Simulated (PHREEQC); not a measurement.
PHREEQC input (ion-association model, wateq4f.dat):

```
SOLUTION_MASTER_SPECIES
  An  An-  0  An  62.0  # stands for a non-complexing anion
SOLUTION_SPECIES
  An- = An-
    -log_k 0
    -gamma 3.0 0
PHASES
  Fix_H+
    H+ = H+
    -log_k 0
SOLUTION 1
  temp 25
  units mmol/kgw
  pH 7 charge
  Cl 0.0888
  Mg 0.0074
  Sr 0.037
  Na 5
  An 5
END
SELECTED_OUTPUT 1
  -reset false
  -pH true
  -pe true
  -ionic_strength true
  -water true
  -totals Cl Mg Na Sr
  -molalities Hfo_wOH Hfo_wOH2+ Hfo_wO- Hfo_sOH Hfo_sOH2+ Hfo_sO- Hfo_sOHSr+2 Hfo_wOSr+ Hfo_wOSrOH Hfo_wOMg+
  -saturation_indices Brucite Halite
USER_PUNCH 1
  -headings sigma psi
  10 PUNCH EDL("sigma", "Hfo"), EDL("psi", "Hfo")
PRINT
  -reset false
USE solution 1
SURFACE 1
  Hfo_wOH 0.000696629 600 0.31
  Hfo_sOH 1.74157e-05
EQUILIBRIUM_PHASES 1
  Fix_H+ -4 HAn 10
    -force_equality true
  O2(g) -0.68 10
END
# ... the last block is repeated for the other 16 points of pH, with NaOH or the acid as the point needs
```

Selected output (columns that matter, 17 of 17 rows; pH added in front):

```
pH	mu	Mg	Na	Sr	m_Hfo_wOH	m_Hfo_wOH2+	m_Hfo_wO-	m_Hfo_sOH	m_Hfo_sOH2+	m_Hfo_sO-	si_Brucite	si_Halite	sigma	psi
4	0.0054188	7.4e-06	0.005	3.7e-05	0.00033439	0.00035503	7.2151e-06	8.3597e-06	8.8756e-06	1.8038e-07	-14.102	-8.003	0.18495	0.19308
4.38	0.0053171	7.4e-06	0.005	3.7e-05	0.00039939	0.00028439	1.2849e-05	9.9848e-06	7.1097e-06	3.2124e-07	-13.341	-8.0024	0.14439	0.18087
4.75	0.005259	7.4e-06	0.005	3.7e-05	0.00044805	0.00022845	2.0131e-05	1.1201e-05	5.7111e-06	5.0328e-07	-12.601	-8.0021	0.11077	0.16756
5.12	0.0052214	7.4e-06	0.005	3.7e-05	0.00048274	0.00018503	2.8852e-05	1.2068e-05	4.6258e-06	7.213e-07	-11.86	-8.0018	0.08305	0.15301
5.5	0.0051947	7.3999e-06	0.005	3.6999e-05	0.00050605	0.00015197	3.8603e-05	1.2651e-05	3.7991e-06	9.6503e-07	-11.1	-8.0017	0.060286	0.13679
5.88	0.0051757	7.3995e-06	0.005	3.6997e-05	0.00051998	0.00012842	4.8234e-05	1.2997e-05	3.2098e-06	1.2056e-06	-10.34	-8.0016	0.04264	0.11934
6.25	0.0051623	7.3975e-06	0.005	3.6986e-05	0.0005275	0.00011242	5.6703e-05	1.3177e-05	2.8083e-06	1.4164e-06	-9.5998	-8.0015	0.029643	0.10124
6.62	0.0051525	7.3875e-06	0.005	3.6938e-05	0.00053143	0.00010134	6.3846e-05	1.3239e-05	2.5245e-06	1.5905e-06	-8.8603	-8.0014	0.020004	0.082208
7	0.0051445	7.3344e-06	0.005	3.6703e-05	0.0005334	9.3288e-05	6.9869e-05	1.3111e-05	2.293e-06	1.7174e-06	-8.1033	-8.0014	0.012788	0.06195
7.38	0.0051354	7.0624e-06	0.005	3.5651e-05	0.00053418	8.6666e-05	7.5427e-05	1.234e-05	2.0021e-06	1.7424e-06	-7.3596	-8.0013	0.007531	0.0414
7.75	0.0051243	5.9686e-06	0.0050055	3.2442e-05	0.00053357	7.9116e-05	8.2435e-05	9.932e-06	1.4727e-06	1.5345e-06	-6.6926	-8.0008	0.0036753	0.021824
8.12	0.0051202	3.4212e-06	0.0050284	2.7011e-05	0.00053025	6.9819e-05	9.2254e-05	5.9398e-06	7.821e-07	1.0334e-06	-6.1944	-7.9988	0.00048841	0.0029877
8.5	0.0051174	1.0742e-06	0.0050525	2.1442e-05	0.00052485	6.1464e-05	0.00010267	2.4222e-06	2.8367e-07	4.7384e-07	-5.9377	-7.9967	-0.0027382	-0.01648
8.88	0.0051191	2.373e-07	0.0050776	1.5687e-05	0.00051769	5.4825e-05	0.00011199	8.0797e-07	8.5566e-08	1.7478e-07	-5.8341	-7.9945	-0.0064514	-0.036375
9.25	0.0051266	5.069e-08	0.0051131	7.9535e-06	0.00050671	4.807e-05	0.00012236	3.7404e-07	3.5483e-08	9.0325e-08	-5.7658	-7.9916	-0.010926	-0.055436
9.62	0.0051526	1.0666e-08	0.0051618	2.3947e-06	0.00049582	4.2113e-05	0.00013373	2.8414e-07	2.4134e-08	7.6637e-08	-5.706	-7.9876	-0.016955	-0.074483
10	0.0052224	2.1652e-09	0.0052456	5.2842e-07	0.00048589	3.676e-05	0.00014713	2.8254e-07	2.1375e-08	8.5553e-08	-5.6464	-7.981	-0.025725	-0.093989
```

Species that the database lacks are ignored.
